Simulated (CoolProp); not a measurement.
Vapour-liquid equilibrium of n-octane (1) + m-xylene (2) at 0.0349 bar; x and y are mole fractions of (1).

Model: multi-fluid Helmholtz-energy mixture model, Beckmüller 2019 and Zhou 2012; pair parameters Bell 2016, in CoolProp.

```json
[
 {"x": "0.05", "bubble temperature, mixture model (°C)": "45.5", "bubble temperature, Raoult's law (°C)": "45.7", "y, mixture model": "0.087", "y, Raoult's law": "0.079"},
 {"x": "0.125", "bubble temperature, mixture model (°C)": "44.4", "bubble temperature, Raoult's law (°C)": "44.8", "y, mixture model": "0.204", "y, Raoult's law": "0.189"},
 {"x": "0.2", "bubble temperature, mixture model (°C)": "43.4", "bubble temperature, Raoult's law (°C)": "44.0", "y, mixture model": "0.305", "y, Raoult's law": "0.289"},
 {"x": "0.275", "bubble temperature, mixture model (°C)": "42.5", "bubble temperature, Raoult's law (°C)": "43.1", "y, mixture model": "0.396", "y, Raoult's law": "0.382"},
 {"x": "0.35", "bubble temperature, mixture model (°C)": "41.7", "bubble temperature, Raoult's law (°C)": "42.4", "y, mixture model": "0.477", "y, Raoult's law": "0.468"},
 {"x": "0.425", "bubble temperature, mixture model (°C)": "40.9", "bubble temperature, Raoult's law (°C)": "41.6", "y, mixture model": "0.552", "y, Raoult's law": "0.547"},
 {"x": "0.5", "bubble temperature, mixture model (°C)": "40.2", "bubble temperature, Raoult's law (°C)": "40.9", "y, mixture model": "0.621", "y, Raoult's law": "0.621"},
 {"x": "0.575", "bubble temperature, mixture model (°C)": "39.6", "bubble temperature, Raoult's law (°C)": "40.1", "y, mixture model": "0.685", "y, Raoult's law": "0.689"},
 {"x": "0.65", "bubble temperature, mixture model (°C)": "38.9", "bubble temperature, Raoult's law (°C)": "39.5", "y, mixture model": "0.745", "y, Raoult's law": "0.753"},
 {"x": "0.725", "bubble temperature, mixture model (°C)": "38.4", "bubble temperature, Raoult's law (°C)": "38.8", "y, mixture model": "0.803", "y, Raoult's law": "0.812"},
 {"x": "0.8", "bubble temperature, mixture model (°C)": "37.8", "bubble temperature, Raoult's law (°C)": "38.2", "y, mixture model": "0.858", "y, Raoult's law": "0.868"},
 {"x": "0.875", "bubble temperature, mixture model (°C)": "37.3", "bubble temperature, Raoult's law (°C)": "37.5", "y, mixture model": "0.912", "y, Raoult's law": "0.920"},
 {"x": "0.95", "bubble temperature, mixture model (°C)": "36.9", "bubble temperature, Raoult's law (°C)": "37.0", "y, mixture model": "0.965", "y, Raoult's law": "0.969"}
]
```

The largest gap from Raoult's law is -0.7 K in bubble temperature, at x = 0.35. No azeotrope shows between x = 0.05 and 0.95.

The pair parameters rest on a limited set of measurements; away from them the model extrapolates.
